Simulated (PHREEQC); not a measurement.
Dissolve 0.026 mol BaCl2, 5e-06 mol CO2 and 0.0093 mol NH4Cl per kg of water at 25 °C. Closed to the air; pH follows from the charge balance.

Computed with PHREEQC (ion-association model, wateq4f.dat).

Precipitation was switched off in this run.

**Question.** Predict the pH.

**Answer.** pH 5.63.

**Question.** In which forms is C present?

**Answer.** CO2 79 %, HCO3- 19 %, BaHCO3+ 1.9 % of the C.

Species that the database lacks are ignored.
